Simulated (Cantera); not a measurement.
Input (Python, Cantera) and output of one run.

```python
import numpy as np
import cantera as ct

gas_names = """
    CL CL2 H HCL H2 Si SiCL SiCL2 SiCL3 SiCL4 SiH SiHCL3 SiH2 SiH2CL2 SiH3 SiH3CL SiH4 Si2 Si3
""".split()
cond_names = """
    Si(cr) Si(L)
""".split()


# ... load() reads the species with a 1 bar reference pressure and builds the phases ...
atoms = {
    'SiCl4': {'Si': 1, 'CL': 4},
    'H2': {'H': 2},
}
top_T = {}  # K; cautious upper limits of use, not melting points


# ... equilibrate(T, P, feed) seeds the gas with the atoms and calls Mixture.equilibrate('TP', solver="vcs", rtol=1e-11, max_steps=5000) ...
results = []
feed = {'SiCl4': 1, 'H2': 0.85}  # mol
T = 598.15  # K
P = 840000  # Pa
mix = equilibrate(T, P, feed)
results.append((T, P, feed, dict(zip(mix.species_names, mix.species_moles))))
x = sorted(zip(gas.X, gas.species_names), reverse=True)
print(f"T = {T:g} K  P = {P:g} Pa  gas = {mix.phase_moles(0):.4g} mol")
print("   x: " + "  ".join(f"{s} {v:.3e}" for v, s in x if v > 1e-06))
print("   condensed (mol): " + ("  ".join(f"{mix.phase(i).name} {mix.phase_moles(i):.4g}"
      for i in range(1, mix.n_phases) if mix.phase_moles(i) > 1e-12) or "none"))
```

Result:

```
T = 598.15 K  P = 840000 Pa  gas = 1.85 mol
   x: SiCL4 5.380e-01  H2 4.569e-01  HCL 2.544e-03  SiHCL3 2.543e-03
   condensed (mol): none
```

Cantera equilibrium calculation (NASA polynomials, part measured and part estimated; ideal gas, pure solids and liquids).
